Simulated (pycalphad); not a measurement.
## Effect of Cu content in Si-Cu

CALPHAD calculation (pycalphad, COST 507 light-alloy database (1999)), 1 atm. The database dates from 1999; later assessments differ in places, in temperatures and in the compounds included. Phase fractions are per mole of atoms.

Task: One of these alloys has its liquidus at 1576 K, its solidus at 1074 K, and holds diamond (Si) 0.76, CU19SI6_ETA 0.24 at 900 K. Which?
(A) Si-33.74Cu (wt.%)
(B) Si-86.26Cu (wt.%)
(C) Si-56.8Cu (wt.%)

Result: A, Si-33.74Cu (wt.%). The others: Si-56.8Cu (wt.%), liquidus 1445, solidus 1074; Si-86.26Cu (wt.%), liquidus 1122, solidus 1074

Database names, with the compositions (at.%) that they take in these runs: CU19SI6_ETA: Cu 76 Si 24.
